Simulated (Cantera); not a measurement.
A Cantera script and what it prints.

```python
import numpy as np
import cantera as ct

gas_names = """
    Cr CrN H H2 N NH NH2 NH3 N2 N2H2 N2H4
""".split()
cond_names = """
    Cr(cr) Cr(L) CrN(s) Cr2N(s)
""".split()


# ... load() reads the species with a 1 bar reference pressure and builds the phases ...
atoms = {
    'Cr': {'Cr': 1},
    'NH3': {'N': 1, 'H': 3},
}
top_T = {'CrN(s)': 1900, 'Cr2N(s)': 1900}  # K; cautious upper limits of use, not melting points


# ... equilibrate(T, P, feed) seeds the gas with the atoms and calls Mixture.equilibrate('TP', solver="vcs", rtol=1e-11, max_steps=5000) ...
results = []
feed = {'Cr': 1, 'NH3': 2.5}  # mol
P = 0.17  # Pa
for T in [873, 1023, 1173, 1323, 1473, 1623, 1773, 1923, 2073, 2223, 2373, 2523, 2673, 2823]:
    mix = equilibrate(T, P, feed)
    results.append((T, P, feed, dict(zip(mix.species_names, mix.species_moles))))
    x = sorted(zip(gas.X, gas.species_names), reverse=True)
    print(f"T = {T:g} K  P = {P:g} Pa  gas = {mix.phase_moles(0):.4g} mol")
    print("   x: " + "  ".join(f"{s} {v:.3e}" for v, s in x if v > 1e-06))
    print("   condensed (mol): " + ("  ".join(f"{mix.phase(i).name} {mix.phase_moles(i):.4g}"
          for i in range(1, mix.n_phases) if mix.phase_moles(i) > 1e-12) or "none"))
```

It prints:

```
T = 873 K  P = 0.17 Pa  gas = 4.75 mol
   x: H2 7.895e-01  N2 2.105e-01
   condensed (mol): Cr2N(s) 0.5
T = 1023 K  P = 0.17 Pa  gas = 5 mol
   x: H2 7.500e-01  N2 2.500e-01  H 2.750e-06
   condensed (mol): Cr(cr) 1
T = 1173 K  P = 0.17 Pa  gas = 5 mol
   x: H2 7.499e-01  N2 2.500e-01  H 7.831e-05  Cr 5.662e-05
   condensed (mol): Cr(cr) 0.9997
T = 1323 K  P = 0.17 Pa  gas = 5.029 mol
   x: H2 7.452e-01  N2 2.486e-01  Cr 5.228e-03  H 1.050e-03
   condensed (mol): Cr(cr) 0.9737
T = 1473 K  P = 0.17 Pa  gas = 6.023 mol
   x: H2 6.188e-01  N2 2.075e-01  Cr 1.660e-01  H 7.633e-03
   condensed (mol): none
T = 1623 K  P = 0.17 Pa  gas = 6.125 mol
   x: H2 5.919e-01  N2 2.041e-01  Cr 1.633e-01  H 4.078e-02
   condensed (mol): none
T = 1773 K  P = 0.17 Pa  gas = 6.501 mol
   x: H2 4.997e-01  N2 1.923e-01  H 1.542e-01  Cr 1.538e-01
   condensed (mol): none
T = 1923 K  P = 0.17 Pa  gas = 7.487 mol
   x: H 3.972e-01  H2 3.023e-01  N2 1.670e-01  Cr 1.336e-01
   condensed (mol): none
T = 2073 K  P = 0.17 Pa  gas = 8.849 mol
   x: H 6.438e-01  N2 1.413e-01  Cr 1.130e-01  H2 1.019e-01
   condensed (mol): none
T = 2223 K  P = 0.17 Pa  gas = 9.533 mol
   x: H 7.412e-01  N2 1.311e-01  Cr 1.049e-01  H2 2.276e-02  N 4.542e-06
   condensed (mol): none
T = 2373 K  P = 0.17 Pa  gas = 9.701 mol
   x: H 7.630e-01  N2 1.288e-01  Cr 1.031e-01  H2 5.074e-03  N 2.331e-05
   condensed (mol): none
T = 2523 K  P = 0.17 Pa  gas = 9.738 mol
   x: H 7.676e-01  N2 1.283e-01  Cr 1.027e-01  H2 1.297e-03  N 9.917e-05
   condensed (mol): none
T = 2673 K  P = 0.17 Pa  gas = 9.748 mol
   x: H 7.686e-01  N2 1.281e-01  Cr 1.026e-01  H2 3.823e-04  N 3.593e-04
   condensed (mol): none
T = 2823 K  P = 0.17 Pa  gas = 9.754 mol
   x: H 7.686e-01  N2 1.276e-01  Cr 1.025e-01  N 1.135e-03  H2 1.278e-04
   condensed (mol): none
```

Cantera equilibrium calculation (NASA polynomials, part measured and part estimated; ideal gas, pure solids and liquids).
